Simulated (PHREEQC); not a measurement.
Make-up at 25 °C: 120 mmol/kgw Cu(NO3)2, 0.18 mmol/kgw H2SO4 and 0.22 mmol/kgw KCl. Closed to the air; pH follows from the charge balance.

All values are PHREEQC results (ion-association model, wateq4f.dat), not measurements.

Each row changes one thing in this solution. No solid was allowed to form.

```json
[
 {"case": "as made", "pH": "3.55", "ionic strength (mol/kgw)": "0.360", "CuSO4 (mol/kgw)": "0.000106", "SO4-2 (mol/kgw)": "7.33e-5", "Cu2(OH)2+2 (mol/kgw)": "2.05e-6", "CuOH+ (mol/kgw)": "1.71e-6", "SI of Tenorite (CuO)": "-2.01", "SI of Cu2(OH)3NO3 (Cu2(OH)3NO3)": "-2.38"},
 {"case": "temperature from 25 to 30 °C", "pH": "3.55", "ionic strength (mol/kgw)": "0.360", "CuSO4 (mol/kgw)": "0.000107", "SO4-2 (mol/kgw)": "7.26e-5", "Cu2(OH)2+2 (mol/kgw)": "3.28e-6", "CuOH+ (mol/kgw)": "1.70e-6", "SI of Tenorite (CuO)": "-1.83", "SI of Cu2(OH)3NO3 (Cu2(OH)3NO3)": "-2.19"},
 {"case": "KCl left out", "pH": "3.55", "ionic strength (mol/kgw)": "0.360", "CuSO4 (mol/kgw)": "0.000106", "SO4-2 (mol/kgw)": "7.32e-5", "Cu2(OH)2+2 (mol/kgw)": "2.05e-6", "CuOH+ (mol/kgw)": "1.72e-6", "SI of Tenorite (CuO)": "-2.01", "SI of Cu2(OH)3NO3 (Cu2(OH)3NO3)": "-2.38"},
 {"case": "0.0031 mol/kgw NaOH added", "pH": "4.97", "ionic strength (mol/kgw)": "0.359", "CuSO4 (mol/kgw)": "0.000105", "SO4-2 (mol/kgw)": "7.43e-5", "Cu2(OH)2+2 (mol/kgw)": "(withheld)", "CuOH+ (mol/kgw)": "4.40e-5", "SI of Tenorite (CuO)": "(withheld)", "SI of Cu2(OH)3NO3 (Cu2(OH)3NO3)": "+1.86"},
 {"case": "diluted 10-fold with water", "pH": "4.43", "ionic strength (mol/kgw)": "(withheld)", "CuSO4 (mol/kgw)": "7.02e-6", "SO4-2 (mol/kgw)": "1.10e-5", "Cu2(OH)2+2 (mol/kgw)": "2.47e-6", "CuOH+ (mol/kgw)": "2.00e-6", "SI of Tenorite (CuO)": "-0.97", "SI of Cu2(OH)3NO3 (Cu2(OH)3NO3)": "-2.07"},
 {"case": "0.23 mol/kgw LiCl added", "pH": "3.56", "ionic strength (mol/kgw)": "0.560", "CuSO4 (mol/kgw)": "7.63e-5", "SO4-2 (mol/kgw)": "8.55e-5", "Cu2(OH)2+2 (mol/kgw)": "1.22e-6", "CuOH+ (mol/kgw)": "1.41e-6", "SI of Tenorite (CuO)": "-2.10", "SI of Cu2(OH)3NO3 (Cu2(OH)3NO3)": "-2.61"},
 {"case": "H2SO4 from 0.00018 to 9e-05 mol/kgw", "pH": "3.82", "ionic strength (mol/kgw)": "0.360", "CuSO4 (mol/kgw)": "5.31e-5", "SO4-2 (mol/kgw)": "(withheld)", "Cu2(OH)2+2 (mol/kgw)": "7.04e-6", "CuOH+ (mol/kgw)": "3.18e-6", "SI of Tenorite (CuO)": "-1.47", "SI of Cu2(OH)3NO3 (Cu2(OH)3NO3)": "-1.58"},
 {"case": "0.02 mol/kgw Ca(OH)2 added", "pH": "5.71", "ionic strength (mol/kgw)": "0.360", "CuSO4 (mol/kgw)": "7.91e-5", "SO4-2 (mol/kgw)": "8.15e-5", "Cu2(OH)2+2 (mol/kgw)": "(withheld)", "CuOH+ (mol/kgw)": "0.000168", "SI of Tenorite (CuO)": "+2.15", "SI of Cu2(OH)3NO3 (Cu2(OH)3NO3)": "+3.76"}
]
```

Q: What belongs in the gaps?

A: 
- 0.0031 mol/kgw NaOH added, Cu2(OH)2+2 (mol/kgw): 0.00135
- 0.0031 mol/kgw NaOH added, SI of Tenorite (CuO): +0.82
- diluted 10-fold with water, ionic strength (mol/kgw): 0.0360
- H2SO4 from 0.00018 to 9e-05 mol/kgw, SO4-2 (mol/kgw): 3.67e-5
- 0.02 mol/kgw Ca(OH)2 added, Cu2(OH)2+2 (mol/kgw): 0.0196

Some of these states are supersaturated (in Brochantite, Cu2(OH)3NO3, for instance).
